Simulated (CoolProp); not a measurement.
Properties of CH3F (R41) at several states (Tc = 44.1 °C, pc = 5.906 MPa, ω = 0.200).

Values from CoolProp's reference Helmholtz-energy equation of state, Lemmon 2006. It is a short technical equation, of lower accuracy than the large ones.

```csv
T (°C),p (MPa),phase,Z,cp (kJ/(kg K)),speed of sound (m/s),isothermal compressibility (1/MPa),expansivity (1/kK)
-56.65,0.0966,gas,0.9745,1.107,259.9,10.63,5.118
-28.65,0.427,gas,0.9262,1.273,266.8,2.541,5.385
33.25,0.107,gas,0.9920,1.130,308.2,9.422,3.352
-122.35,1.15,liquid,0.03223,2.073,1324,0.0008655,1.918
```
